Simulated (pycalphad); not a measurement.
All values are pycalphad results on the COST 507 light-alloy database (1999) (1 atm), not direct measurements. These are 1990s assessments: newer ones move some temperatures and phases. The system is extrapolated from its subsystems; higher-order compounds may be missing. Amounts are mole fractions of atoms.

### Question
Give the equilibrium state of Al-2.9Cu-2.44Si-1.01Mg (at.%) at 825 K.

### Answer
fcc, fraction 0.739, with 0.93 Cu, 0.77 Si, 0.44 Mg at.%; liquid, fraction 0.261, with 8.5 Cu, 7.2 Si, 2.6 Mg at.%.

### Question
Give the equilibrium state of Al-2.9Cu-2.44Si-1.01Mg (at.%) at 625 K.

### Answer
fcc, fraction 0.890, with 0.39 Cu, 0.14 Si, 0.09 Mg at.%; ALCU_THETA, fraction 0.077, with 33.0 Cu, no Si, no Mg at.%; diamond (Si), fraction 0.019, with no Cu, >99.99 Si, no Mg at.%; MG2SI, fraction 0.014, with no Cu, 33.3 Si, 66.7 Mg at.%.

Database names, with the compositions (at.%) that they take in these runs: MG2SI: Mg 67 Si 33; ALCU_THETA: Al 67 Cu 32. An entry "none" or "no" means that the model of the phase leaves that element out.
